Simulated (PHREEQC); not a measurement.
A solution holds 0.015 mol BaCl2 and 0.00036 mol HCl per kg of water, at 25 °C. Closed to the air; pH follows from the charge balance.

Equilibrium calculation in PHREEQC: ion-association model, wateq4f.dat.

No solid was allowed to form.

Predict the pH.

pH 3.51.

Species that the database lacks are ignored.
